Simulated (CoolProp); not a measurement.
Chlorine along the isotherm 217.4 K: density (kg/m³) from the reference equation and from simpler models built on Tc = 416.9 K, pc = 7.642 MPa, ω = 0.070; each cubic takes its own stable root.

The numbers come from the reference Helmholtz-energy equation of state, Thol 2021 in CoolProp.

```
p (MPa)   phase  reference
-------  ------  ---------
0.0604   liquid       1623
0.115    liquid       1623
0.217    liquid       1623
0.412    liquid       1624
0.78     liquid       1624
1.48     liquid       1625
2.8      liquid       1627
5.32     liquid       1630
10.1     liquid       1637
19.1     liquid       1648
```

**Question.** How far does each simpler model (van der Waals, Redlich-Kwong, Soave-Redlich-Kwong, Peng-Robinson) lie from the reference over these 10 states: mean and median of the absolute difference, and the worst?

**Answer.** 
- van der Waals: mean 56.0 %, median 37.6 %, worst -99.9 % at 217.4 K and 0.0604 MPa
- Redlich-Kwong: mean 7.5 %, median 7.5 %, worst -7.5 % at 217.4 K and 0.0604 MPa
- Soave-Redlich-Kwong: mean 7.9 %, median 7.9 %, worst -7.9 % at 217.4 K and 0.0604 MPa
- Peng-Robinson: mean 3.7 %, median 3.7 %, worst +3.7 % at 217.4 K and 5.32 MPa

At some of these states van der Waals gives the other phase, because its saturation line lies elsewhere.
